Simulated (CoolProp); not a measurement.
Computed with CoolProp (reference Helmholtz-energy equation of state, Span 1996).

### Question
Give the vapour pressure (bar), enthalpy of vaporisation (kJ/kg), vapour Z, surface tension (mN/m) of saturated carbon dioxide at 229.7 K.

### Answer
| T (K) | p (bar) | enthalpy of vaporisation (kJ/kg) | vapour Z | surface tension (mN/m) |
|---|---|---|---|---|
| 229.7 | 8.83 | 329 | 0.884 | 13.5 |

Surface tension comes from a separate correlation (Mulero 2012).
